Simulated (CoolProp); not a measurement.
The numbers come from the reference Helmholtz-energy equation of state, Thol 2018 in CoolProp.

**Question.** For hydrogen chloride, give the phase and the cp (kJ/(kg K)), cv (kJ/(kg K)) at 326.05 °C and 0.0136 MPa; 13.95 °C and 0.0311 MPa.

**Answer.** 
- 326.05 °C and 0.0136 MPa: gas; cp 0.811, cv 0.583
- 13.95 °C and 0.0311 MPa: gas; cp 0.803, cv 0.573
